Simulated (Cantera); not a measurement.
**SiF4 + H2O + N2 + N2O (silicon oxide and oxynitride deposition)**

Charge: 1 mol SiF4, 20 mol H2O, a varied amount of N2, 5.3 mol N2O, held at 1925 K and 37000 Pa.

Method: chemical equilibrium by Gibbs-energy minimisation in Cantera with the NASA 1993 tables (ideal gas, pure condensed phases). Candidate condensed phases: H2O, Si, SiO2, Si2N2O, Si3N4; 58 gas species. The tables hold silica as quartz up to 1696 K and as liquid above; real silica turns to tridymite and cristobalite and melts near 1996 K. Gases not in the tables: Si(OH)4. The numbers say what is thermodynamically allowed, not how fast it happens.

From 11 mol N2 to 190 mol N2 the condensed part is SiO2(condensed).

```csv
n(N2) (mol),x N2,x H2O,x HF,x O2,x OH,x NO,x H2,x O,n SiO2(condensed)
11,0.396,0.437,0.0976,0.0629,0.00277,0.00240,0.000459,0.000152,1.000
16,0.462,0.390,0.0870,0.0559,0.00254,0.00244,0.000434,0.000143,1.000
24,0.541,0.332,0.0741,0.0474,0.00225,0.00244,0.000401,0.000132,1.000
37,0.630,0.267,0.0597,0.0380,0.00191,0.00235,0.000361,0.000118,1.000
56,0.712,0.208,0.0465,0.0294,0.00158,0.00220,0.000319,0.000104,1.000
85,0.784,0.156,0.0348,0.0218,0.00127,0.00199,0.000277,8.94e-5,1.000
130,0.845,0.112,0.0250,0.0155,0.000988,0.00174,0.000236,7.54e-5,1.000
190,0.887,0.0812,0.0182,0.0112,0.000776,0.00151,0.000202,6.39e-5,1.000
```
x: gas mole fraction; n: condensed amount in mol.
